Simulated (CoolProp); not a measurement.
Vapour-liquid equilibrium of carbon dioxide (1) + n-butane (2) at 269.6 K; x and y are mole fractions of (1).

The numbers come from the multi-fluid Helmholtz-energy mixture model, Span 1996 and Bücker 2006; pair parameters Kunz 2012 in CoolProp.

```json
[
 {"x": "0.05", "bubble pressure (MPa)": "0.3463", "y at the bubble point": "0.734", "dew pressure at overall composition x (MPa)": "0.09493", "liquid density (mol/L)": "10.43"},
 {"x": "0.125", "bubble pressure (MPa)": "0.7273", "y at the bubble point": "0.871", "dew pressure at overall composition x (MPa)": "0.1033", "liquid density (mol/L)": "10.56"},
 {"x": "0.2", "bubble pressure (MPa)": "1.075", "y at the bubble point": "0.911", "dew pressure at overall composition x (MPa)": "0.1132", "liquid density (mol/L)": "10.80"},
 {"x": "0.275", "bubble pressure (MPa)": "1.372", "y at the bubble point": "0.930", "dew pressure at overall composition x (MPa)": "0.1252", "liquid density (mol/L)": "11.14"},
 {"x": "0.35", "bubble pressure (MPa)": "1.615", "y at the bubble point": "0.940", "dew pressure at overall composition x (MPa)": "0.1400", "liquid density (mol/L)": "11.58"},
 {"x": "0.425", "bubble pressure (MPa)": "1.814", "y at the bubble point": "0.947", "dew pressure at overall composition x (MPa)": "0.1586", "liquid density (mol/L)": "12.12"},
 {"x": "0.5", "bubble pressure (MPa)": "1.980", "y at the bubble point": "0.952", "dew pressure at overall composition x (MPa)": "0.1828", "liquid density (mol/L)": "12.77"},
 {"x": "0.575", "bubble pressure (MPa)": "2.127", "y at the bubble point": "0.957", "dew pressure at overall composition x (MPa)": "0.2155", "liquid density (mol/L)": "13.55"},
 {"x": "0.65", "bubble pressure (MPa)": "2.269", "y at the bubble point": "0.961", "dew pressure at overall composition x (MPa)": "0.2624", "liquid density (mol/L)": "14.47"},
 {"x": "0.725", "bubble pressure (MPa)": "2.418", "y at the bubble point": "0.966", "dew pressure at overall composition x (MPa)": "0.3352", "liquid density (mol/L)": "15.56"},
 {"x": "0.8", "bubble pressure (MPa)": "2.581", "y at the bubble point": "0.972", "dew pressure at overall composition x (MPa)": "0.4639", "liquid density (mol/L)": "16.85"},
 {"x": "0.875", "bubble pressure (MPa)": "2.769", "y at the bubble point": "0.980", "dew pressure at overall composition x (MPa)": "0.7534", "liquid density (mol/L)": "18.36"},
 {"x": "0.95", "bubble pressure (MPa)": "2.993", "y at the bubble point": "0.990", "dew pressure at overall composition x (MPa)": "1.908", "liquid density (mol/L)": "20.16"}
]
```

No azeotrope shows between x = 0.05 and 0.95.

The pair parameters rest on a limited set of measurements; away from them the model extrapolates. The gap from Raoult's law changes sign with composition, which may be real or a fault of the pair parameters; it wasn't checked against measurements. With so large a gap from Raoult's law the liquid may split in two, which this calculation doesn't test in full.
